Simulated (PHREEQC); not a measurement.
A solution holds 1.3 mol/kgw KOH, 0.35 mol/kgw KCl and 6.6e-05 mol/kgw H4SiO4, at 80 °C. Closed to the air; pH follows from the charge balance.

Equilibrium calculation in PHREEQC: Pitzer model, pitzer.dat.

* **pH**: 12.64
* **ionic strength**: 1.65 mol/kgw
* **activity of water**: 0.942
* **density**: 1.044 g/cm³
* **osmotic coefficient**: 1.001
* **total alkalinity**: 1300 meq/kg

```
species   molality  activity   log γ
--------  --------  --------  ------
K+            1.65      1.00  -0.217
OH-           1.30      1.07  -0.086
Cl-          0.350     0.201  -0.241
H2SiO4-2   6.53e-5   1.15e-6  -1.753
H3SiO4-    6.66e-7   2.90e-7  -0.361
```

No solid was allowed to form. In brines, pH and single-ion activities rest on the MacInnes convention. Constants without temperature data keep their 25 °C values here.
